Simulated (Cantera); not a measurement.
A closed system holds: 1 mol Si, 6.7 mol HCl, 20 mol N2, at 750 Torr.

Cantera equilibrium calculation (NASA polynomials, part measured and part estimated; ideal gas, pure solids and liquids). Candidate condensed phases: NH4Cl, Si, Si3N4; 28 gas species. The tables' values for SiCl3 are old estimates; treat these amounts as uncertain. Rates play no part. All values below are at 1573 K.

Base state: N2 0.764, HCl 0.153, H2 0.0520, SiCl4 0.0178, SiCl3 0.00635, SiCl2 0.00594, SiHCl3 0.000804, Cl 2.17e-5 (mole fractions); condensed: Si3N4(s).

**Question.** What changes in the equilibrium state with this change: HCl from 6.7 to 2.1 mol?

**Answer.** 
```tsv
species	before	after
N2	0.764	0.908
HCl	0.153	0.0646
H2	0.0520	0.0166
SiCl4	0.0178	0.00496
SiHCl3	0.000804	0.000169
SiCl3	0.00635	0.00236
SiCl2	0.00594	0.00296
Si3N4(s), mol	0.0651	0.259
```
